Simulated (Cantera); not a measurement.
Feed: 1 mol B, 2.8 mol O2, 54 mol N2, held at 100000 Pa.

Method: chemical equilibrium by Gibbs-energy minimisation in Cantera with the NASA 1993 tables (ideal gas, pure condensed phases). Candidate condensed phases: B, BN, B2O3; 17 gas species. Kinetics and transport are ignored.

### Question
Which condensed phases are stable at each of these points (T (K)): 898, 1048, 1198, 1348, 1498, 1648, 1798, 1948, 2098, 2248, 2398?

### Answer
| T (K) | condensed phases | B condensed (%) |
|---|---|---|
| 898 | B2O3(l) | 100.0 |
| 1048 | B2O3(l) | 100.0 |
| 1198 | B2O3(l) | 100.0 |
| 1348 | B2O3(l) | 100.0 |
| 1498 | B2O3(l) | 99.7 |
| 1648 | B2O3(l) | 95.9 |
| 1798 | B2O3(l) | 60.5 |
| 1948 | gas only | 0.0 |
| 2098 | gas only | 0.0 |
| 2248 | gas only | 0.0 |
| 2398 | gas only | 0.0 |

From 898 K to 1798 K the condensed part is B2O3(l). From 1948 K to 2398 K nothing is condensed.
